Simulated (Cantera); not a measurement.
# Stirred combustor or abatement burner

A perfectly stirred reactor is fed with H₂ : O₂ : N₂ = 1 : 0.61 : 2.29 (molar parts), equivalence ratio 0.82, at 100000 Pa; it is adiabatic with a 475 K inlet, and is followed from long to short residence time, starting on the burning branch (τ in s: 0.03, 0.013, 0.0057, 0.0025, 0.0011, 0.00048, 0.00021, 9.1e-05, 4e-05).

Model: the H2/O2 subset of GRI-Mech 3.0, which has no nitrogen chemistry, integrated in Cantera.

| τ (s) | T (K) | x H₂ | x O₂ | x O | x H | x H₂O | x HO₂ |
|---|---|---|---|---|---|---|---|
| 0.030 | 2308 | 0.00448 | 0.0318 | 0.00119 | 0.000868 | 0.283 | 3.62e-6 |
| 0.013 | 2295 | 0.00542 | 0.0320 | 0.00143 | 0.00116 | 0.281 | 3.80e-6 |
| 0.0057 | 2269 | 0.00727 | 0.0324 | 0.00195 | 0.00185 | 0.278 | 4.27e-6 |
| 0.0025 | 2224 | 0.0104 | 0.0334 | 0.00290 | 0.00335 | 0.272 | 5.39e-6 |
| 0.0011 | 2153 | 0.0149 | 0.0349 | 0.00441 | 0.00628 | 0.263 | 7.63e-6 |
| 0.00048 | 2052 | 0.0204 | 0.0373 | 0.00657 | 0.0114 | 0.252 | 1.15e-5 |
| 0.00021 | 1924 | 0.0262 | 0.0405 | 0.00916 | 0.0192 | 0.240 | 1.71e-5 |
| 9.1e-5 | 1772 | 0.0319 | 0.0447 | 0.0117 | 0.0299 | 0.226 | 2.50e-5 |
| 4.0e-5 | 1603 | 0.0393 | 0.0509 | 0.0132 | 0.0418 | 0.210 | 3.60e-5 |
x: mole fraction; the columns are a selection and need not sum to one.
